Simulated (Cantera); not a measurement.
Charge: 1 mol CS2, 6.3 mol H2, equilibrated at 2400 Pa.

Equilibrium computed with Cantera from the NASA thermochemical tables; the gas is ideal and each condensed phase is pure. Candidate condensed phases: C, C6H6, C7H8, C8H18, S; 83 gas species. Rates play no part.

At 2777 °C, list the 4 most abundant gas species with their mole fractions, and the condensed phases.

H 0.586, H2 0.244, CS 0.0853, S 0.0760. Condensed: gas only.
